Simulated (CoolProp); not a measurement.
R13 at 298.15 K and 3 MPa is compressed adiabatically to 21.1 MPa with isentropic efficiency 0.8. Each further row changes one setting.

Computed with CoolProp (reference Helmholtz-energy equation of state, Platzer 1990). This equation is an older, rougher fit; its heat capacities, sound speeds and derivatives of the liquid may be far off and weren't checked against measurements.

```csv
case,work (kJ/kg),final temperature (K),final density (kg/m³)
as stated,…,…,…
efficiency 1,33.7,…,…
efficiency 0.65,51.8,418.1,760
```

Complete the blanks.


- as stated, work (kJ/kg): 42.1
- as stated, final temperature (K): 409.0
- as stated, final density (kg/m³): 791
- efficiency 1, final temperature (K): 401.2
- efficiency 1, final density (kg/m³): 818
